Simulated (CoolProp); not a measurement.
R141b along the isobar 0.782 MPa: Z from the reference equation and from simpler models built on Tc = 477.5 K, pc = 4.212 MPa, ω = 0.220; each cubic takes its own stable root.

Model: reference Helmholtz-energy equation of state, Lemmon 2006, in CoolProp. It is a short technical equation, of lower accuracy than the large ones.

| T (K) | phase | reference | van der Waals | Redlich-Kwong | Soave-Redlich-Kwong | Peng-Robinson |
|---|---|---|---|---|---|---|
| 290 | liquid | 0.03032 | 0.04972 | 0.03382 | 0.03299 | 0.02923 |
| 316.2 | liquid | 0.02900 | 0.04755 | 0.03254 | 0.03158 | 0.02793 |
| 342.5 | liquid | 0.02806 | 0.8624 | 0.03181 | 0.03072 | 0.02712 |
| 368.7 | liquid | 0.02752 | 0.8869 | 0.8514 | 0.03045 | 0.02685 |
| 395 | gas | 0.8699 | 0.9056 | 0.8809 | 0.8729 | 0.8646 |
| 421.2 | gas | 0.8991 | 0.9200 | 0.9027 | 0.8981 | 0.8902 |
| 447.5 | gas | 0.9195 | 0.9316 | 0.9193 | 0.9172 | 0.9098 |
| 473.7 | gas | 0.9345 | 0.9409 | 0.9323 | 0.9321 | 0.9251 |
| 500 | gas | 0.9460 | 0.9486 | 0.9427 | 0.9439 | 0.9373 |

At some of these states van der Waals, Redlich-Kwong gives the other phase, because its saturation line lies elsewhere.
